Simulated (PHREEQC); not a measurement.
## Nickel, zinc or cadmium bath: speciation

Make-up at 25 °C: 0.0015 mol/kgw CdCl2, 0.035 mol/kgw Na2SO4 and 0.029 mol/kgw H2SO4. Closed to the air; pH follows from the charge balance.

Computed with PHREEQC (ion-association model, wateq4f.dat).

Precipitation was switched off in this run.

Task: Estimate the pH, ionic strength.

Result: pH 1.64; ionic strength 0.127 mol/kgw.

Task: In which forms is Na present?

Result: Na+ 95 %, NaSO4- 4.8 % of the Na.

Species that the database lacks are ignored.
